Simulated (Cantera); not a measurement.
Charge: 1 mol CH₃SiCl₃, 1000 mol H₂, held at 5.40 mbar.

Method: chemical equilibrium by Gibbs-energy minimisation in Cantera with the NASA 1993 tables (ideal gas, pure condensed phases). Candidate condensed phases: C, C₆H₆, C₇H₈, C₈H₁₈, Si, SiC; 109 gas species. The feed counts by its element totals alone. Rates play no part. All values below are at 1275 K.

Base state: H₂ 0.997, HCl 0.00299, H 1.00e-5 (mole fractions); condensed: SiC(s).

**Question.** What changes in the equilibrium state with this change: CH₃SiCl₃ replaced by (CH₃)₂SiCl₂?

**Answer.** 
```tsv
species	before	after
H₂	0.997	0.998
HCl	0.00299	0.00199
CH₄	1.74e-6	4.98e-5
H	1.00e-5	1.00e-5
SiC(s), mol	0.998	1.000
C(graphite), mol	0	0.949
```
